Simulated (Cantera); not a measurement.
Charge: 1 mol Pb, 0.11 mol O2, 8 mol H2, held at 1075 °C and 13.0 mbar.

These are equilibrium values from Cantera (NASA tables, ideal gas, pure condensed phases), not measurements of a reactor. Candidate condensed phases: H2O, Pb, PbO, PbO2, Pb3O4; 12 gas species. The numbers say what is thermodynamically allowed, not how fast it happens.

Base state: H2 0.864, Pb 0.111, H2O 0.0244, H 1.89e-5 (mole fractions); condensed: gas only.

What changes in the equilibrium state with this change: temperature from 1075 °C to 550 °C?


| species | before | after |
|---|---|---|
| H2 | 0.864 | 0.972 |
| H2O | 0.0244 | 0.0275 |
| Pb | 0.111 | 1.03e-5 |
| H | 1.89e-5 | <1e-9 |
| Pb(l), mol | 0 | 1.000 |
